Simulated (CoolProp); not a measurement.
Vapour-liquid equilibrium of CH2F2 (R32) (1) + R142b (2) at 15.7 kPa; x and y are mole fractions of (1).

Computed with CoolProp (multi-fluid Helmholtz-energy mixture model, Tillner-Roth 1997 and Lemmon 2006; pair parameters Bell 2016).

```json
[
 {"x": "0.05", "bubble temperature, mixture model (°C)": "-54.6", "bubble temperature, Raoult's law (°C)": "-52.6", "y, mixture model": "0.385", "y, Raoult's law": "0.307"},
 {"x": "0.15", "bubble temperature, mixture model (°C)": "-64.3", "bubble temperature, Raoult's law (°C)": "-60.1", "y, mixture model": "0.709", "y, Raoult's law": "0.617"},
 {"x": "0.25", "bubble temperature, mixture model (°C)": "-70.1", "bubble temperature, Raoult's law (°C)": "-65.3", "y, mixture model": "?", "y, Raoult's law": "0.764"},
 {"x": "0.35", "bubble temperature, mixture model (°C)": "-73.8", "bubble temperature, Raoult's law (°C)": "-69.2", "y, mixture model": "0.886", "y, Raoult's law": "0.846"},
 {"x": "0.45", "bubble temperature, mixture model (°C)": "-76.2", "bubble temperature, Raoult's law (°C)": "-72.3", "y, mixture model": "0.917", "y, Raoult's law": "0.896"},
 {"x": "0.55", "bubble temperature, mixture model (°C)": "?", "bubble temperature, Raoult's law (°C)": "-74.8", "y, mixture model": "?", "y, Raoult's law": "0.930"},
 {"x": "0.65", "bubble temperature, mixture model (°C)": "-79.1", "bubble temperature, Raoult's law (°C)": "-76.9", "y, mixture model": "0.949", "y, Raoult's law": "0.954"},
 {"x": "0.75", "bubble temperature, mixture model (°C)": "?", "bubble temperature, Raoult's law (°C)": "-78.7", "y, mixture model": "0.961", "y, Raoult's law": "0.972"},
 {"x": "0.85", "bubble temperature, mixture model (°C)": "-81.0", "bubble temperature, Raoult's law (°C)": "-80.4", "y, mixture model": "?", "y, Raoult's law": "0.985"},
 {"x": "0.95", "bubble temperature, mixture model (°C)": "-81.9", "bubble temperature, Raoult's law (°C)": "-81.8", "y, mixture model": "0.989", "y, Raoult's law": "0.996"}
]
```

**Question.** What belongs in the gaps?

**Answer.** 
- 0.25, y, mixture model: 0.830
- 0.55, bubble temperature, mixture model (°C): -77.9
- 0.55, y, mixture model: 0.936
- 0.75, bubble temperature, mixture model (°C): -80.1
- 0.85, y, mixture model: 0.973

The largest gap from Raoult's law is -4.8 K in bubble temperature, at x = 0.25. No azeotrope shows between x = 0.05 and 0.95.

Pair parameters are fitted to limited data, so mixtures are less certain than the pure fluids.
